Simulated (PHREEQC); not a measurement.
Make-up at 25 °C: 0.0028 mol/kgw BaCl2, 0.0016 mol/kgw CO2 and 0.044 mol/kgw KCl. Closed to the air; pH follows from the charge balance.

Equilibrium calculation in PHREEQC: ion-association model, phreeqc.dat.

This is a speciation only: nothing precipitates in the calculation.

**Question.** Estimate the pH, specific conductance, density.

**Answer.** pH 4.57; specific conductance 6370 µS/cm; density 1.000 g/cm³.

**Question.** In which forms is C present?

**Answer.** CO2 98 %, HCO3- 2.0 % of the C.
